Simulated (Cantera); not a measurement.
Charge: 1 mol SiCl4, 0.67 mol HCl, 0.72 mol H2, equilibrated at 923 K and 1400000 Pa.

Equilibrium computed with Cantera from the NASA thermochemical tables; the gas is ideal and each condensed phase is pure. Candidate condensed phases: Si; 19 gas species. The numbers say what is thermodynamically allowed, not how fast it happens.

Base state: SiCl4 0.417, H2 0.300, HCl 0.282, SiHCl3 0.00158 (mole fractions); condensed: gas only.

### Question
What changes in the equilibrium state with this change: H2 from 0.72 to 0.24 mol?

### Answer
```
species   before     after
-------  -------  --------
SiCl4      0.417     0.523
HCl        0.282     0.351
H2         0.300     0.125
SiHCl3   0.00158  0.000663
```
